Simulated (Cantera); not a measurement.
## Gas-phase reforming

An isothermal, constant-pressure homogeneous reactor starts with CH4 : H2O = 1 : 0.46 (molar parts), at 1498 K and 47000 Pa.

Model: GRI-Mech 3.0 (53 species, 325 reactions), integrated in Cantera. GRI-Mech 3.0 stops at C3 and has no aromatics, soot or wall deposition, so with more carbon than oxygen in the feed, carbon stays in small species such as C2H2 where larger ones or solid carbon would form.

| t (s) | x CH4 | x H2O | x H2 | x O2 | x C2H4 | x C2H2 | x OH |
|---|---|---|---|---|---|---|---|
| 4.00e-6 | 0.685 | 0.315 | 1.13e-6 | <1e-12 | 4.77e-12 | <1e-12 | 2.06e-9 |
| 3.32e-5 | 0.685 | 0.315 | 9.72e-6 | <1e-12 | 5.53e-9 | <1e-12 | 1.31e-8 |
| 0.000275 | 0.685 | 0.315 | 8.63e-5 | <1e-12 | 2.70e-6 | 3.93e-9 | 8.38e-8 |
| 0.00229 | 0.683 | 0.315 | 0.00100 | <1e-12 | 0.000175 | 4.14e-6 | 1.69e-7 |
| 0.0190 | 0.660 | 0.312 | 0.0185 | 1.02e-12 | 0.00534 | 0.00184 | 2.81e-7 |
| 0.157 | 0.496 | 0.281 | 0.166 | 1.49e-12 | 0.00684 | 0.0498 | 2.14e-7 |
| 1.31 | 0.181 | 0.212 | 0.453 | <1e-12 | 0.00907 | 0.137 | 1.67e-7 |
| 10.8 | 0.0750 | 0.117 | 0.604 | <1e-12 | 0.0102 | 0.125 | 1.07e-7 |
| 90.0 | 0.0626 | 0.0146 | 0.691 | <1e-12 | 0.00657 | 0.0703 | 1.25e-8 |
x: mole fraction; the columns are a selection and need not sum to one.

Equilibrium at this temperature and pressure: CH4 0.0600, H2O 9.51e-7, H2 0.703, O2 <1e-12, C2H4 0.00595, C2H2 0.0626, OH <1e-12 (gas phase only).
